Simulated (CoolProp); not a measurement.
A single-stage vapour-compression cycle with hydrogen chloride: evaporating at 232.15 K (dew point), condensing at 287.15 K (bubble point), superheat 10 K, subcooling 8 K, compressor efficiency 0.6, no pressure losses. Each further row changes one setting.

Computed with CoolProp (reference Helmholtz-energy equation of state, Thol 2018).

| case | cooling COP | pressure ratio | discharge temperature (K) | refrigerating effect (kJ/kg) | volumetric capacity (kJ/m³) |
|---|---|---|---|---|---|
| as stated | 1.85 | 4.97 | 455.1 | 311 | 4590 |
| evaporating temperature 237.15 K | 2.13 | 4.17 | 432.8 | 312 | 5460 |
| condensing temperature 282.15 K | 2.10 | ___ | 434.9 | 321 | 4740 |
| subcooling 13 K | 1.91 | 4.97 | 455.1 | 321 | 4740 |
| superheat 20 K | 1.80 | 4.97 | ___ | 321 | ___ |
| compressor efficiency 0.5 | 1.54 | 4.97 | 493.6 | 311 | 4590 |

What belongs in the gaps?


- condensing temperature 282.15 K, pressure ratio: 4.40
- superheat 20 K, discharge temperature (K): 477.8
- superheat 20 K, volumetric capacity (kJ/m³): 4490
